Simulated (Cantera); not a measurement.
An adiabatic, constant-volume homogeneous reactor starts with CH4 : O2 : N2 : CO2 = 1 : 2.67 : 10 : 2 (molar parts), equivalence ratio 0.75, at 1675 K and 540 Torr.

Model: GRI-Mech 3.0 (53 species, 325 reactions), integrated in Cantera.

Question: Predict: time of steepest temperature rise; temperature at 0.200 s; equilibrium temperature; x(O2) at 0.200 s; x(CO2) at 0.200 s; x(H) at 0.200 s.

Answer: time of steepest temperature rise: 0.368 ms
temperature at 0.200 s: 2628 K
equilibrium temperature: 2628 K
x(O2) at 0.200 s: 0.0522 (gas-phase equilibrium 0.0522)
x(CO2) at 0.200 s: 0.144 (gas-phase equilibrium 0.144)
x(H) at 0.200 s: 0.00278 (gas-phase equilibrium 0.00278)
